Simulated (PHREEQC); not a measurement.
Na2CO3 is added in steps, without added water, to 1 kg of water holding 0.00028 mol Ca(HCO3)2, 0.11 mol Na2SO4 and 0.016 mol KCl, at 25 °C. O2 is buffered at 0.21 atm. No CO2 enters from the air. The run lets Calcite, Gypsum, Portlandite, Halite, Mirabilite, Nahcolite, Natron precipitate or redissolve, and no other solid.

Base run: PHREEQC, ion-association model, wateq4f.dat. Each further column changes one thing. The table gives pH.

```csv
Na2CO3 added (mol),base,database phreeqc.dat,database pitzer.dat,metal-ligand complexes left out,all activity coefficients set to 1
0,7.87,7.87,7.96,7.99,8.01
0.0003675,9.37,9.37,9.53,9.48,9.50
0.0006825,9.62,9.62,9.75,9.72,9.75
0.00105,9.76,9.76,9.90,9.91,9.89
0.001417,9.87,9.87,10.01,10.04,10.00
0.001733,9.94,9.94,10.08,10.12,10.07
0.0021,10.02,10.02,10.16,10.19,10.15
```

 pitzer.dat has no redox and few complexes: it carries them in its interaction parameters. phreeqc.dat and wateq4f.dat share most of their constants, so their agreement is no independent check. Solids allowed in the column 'database phreeqc.dat': Calcite, Gypsum, Halite, Sylvite. Solids allowed in the column 'database pitzer.dat': Arcanite, Calcite, Burkeite, Gaylussite, Glaserite, Glauberite, Gypsum, Anhydrite, Halite, Kalicinite, Mirabilite, Misenite, Nahcolite, Natron, Pirssonite, Portlandite, Sylvite, Syngenite, Thenardite, Trona.
